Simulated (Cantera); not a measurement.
Cantera run, input and output.

```python
import numpy as np
import cantera as ct

gas = ct.Solution("gri30.yaml")
gas.TPX = 1175, 180000, {'CH4': 1, 'C2H6': 0.035, 'C3H8': 0.82, 'O2': 7.68, 'N2': 28.9}
reactor = ct.IdealGasReactor(gas, energy="on", clone=False)
net = ct.ReactorNet([reactor])
net.rtol, net.atol = 1e-08, 1e-16
show = ['CH4', 'C2H6', 'C3H8', 'H2', 'O', 'CH2O', 'C2H2']
times = np.geomspace(5e-06, 3, 11)

steps = ct.SolutionArray(gas, extra=["t"])
rows = []
print(f"{'t/s':>10s}{'T/K':>9s}{'P/Pa':>11s}" + "".join(f"{s:>11s}" for s in show))
for t in times:
    while net.time < t:
        t_next = net.step()
        steps.append(gas.state, t=t_next)
    rows.append([np.interp(t, steps.t, y) for y in (steps.T, steps.P, *steps(*show).X.T)])
    print(f"{t:10.3e}{rows[-1][0]:9.1f}{rows[-1][1]:11.4g}" + "".join(f"{x:11.3e}" for x in rows[-1][2:]))
rate = np.gradient(steps.T, steps.t)
print("integrator steps:", len(steps.t))
if steps.T.max() > steps.T[0] + 200:
    print(f"time of steepest temperature rise: {steps.t[rate.argmax()]:.4e} s")
gas.TPX = 1175, 180000, {'CH4': 1, 'C2H6': 0.035, 'C3H8': 0.82, 'O2': 7.68, 'N2': 28.9}
gas.equilibrate("UV")
print(f"equilibrium (UV): T = {gas.T:.1f} K  " + "  ".join(f"{s} {gas[s].X[0]:.3e}" for s in show))
```

Result:

```
       t/s      T/K       P/Pa        CH4       C2H6       C3H8         H2          O       CH2O       C2H2
 5.000e-06   1175.0    1.8e+05  2.602e-02  9.106e-04  2.133e-02  1.862e-08  4.825e-10  1.419e-09  4.746e-15
 1.891e-05   1175.0    1.8e+05  2.602e-02  9.106e-04  2.133e-02  1.019e-07  6.452e-10  2.600e-08  1.476e-13
 7.155e-05   1175.0    1.8e+05  2.602e-02  9.106e-04  2.133e-02  5.822e-07  1.558e-09  6.216e-07  6.048e-12
 2.707e-04   1174.9    1.8e+05  2.602e-02  9.142e-04  2.128e-02  7.854e-06  6.561e-09  1.644e-05  6.423e-10
 1.024e-03   1175.4  1.801e+05  2.602e-02  9.671e-04  2.101e-02  5.593e-05  8.388e-09  1.231e-04  2.845e-08
 3.873e-03   1179.5   1.81e+05  2.604e-02  1.212e-03  1.962e-02  3.514e-04  1.770e-08  6.370e-04  7.685e-07
 1.465e-02   2784.8  4.461e+05  7.678e-16  4.810e-30  8.042e-44  5.979e-03  4.730e-03  2.436e-10  7.518e-19
 5.542e-02   2784.8  4.461e+05  7.678e-16  4.810e-30  8.042e-44  5.979e-03  4.730e-03  2.436e-10  7.518e-19
 2.096e-01   2784.8  4.461e+05  7.678e-16  4.810e-30  8.042e-44  5.979e-03  4.730e-03  2.436e-10  7.518e-19
 7.931e-01   2784.8  4.461e+05  7.678e-16  4.810e-30  8.042e-44  5.979e-03  4.730e-03  2.436e-10  7.518e-19
 3.000e+00   2784.8  4.461e+05  7.678e-16  4.810e-30  8.042e-44  5.979e-03  4.730e-03  2.436e-10  7.518e-19
integrator steps: 2288
time of steepest temperature rise: 7.7578e-03 s
equilibrium (UV): T = 2784.8 K  CH4 1.038e-15  C2H6 8.199e-30  C3H8 1.455e-43  H2 5.979e-03  O 4.730e-03  CH2O 2.436e-10  C2H2 8.106e-19
```

Cantera simulation using GRI-Mech 3.0 (53 species, 325 reactions); the numbers are that mechanism's predictions, not measurements. GRI-Mech 3.0 was tuned for natural gas; its chemistry of propane as a main component is partial and can be far from experiment.
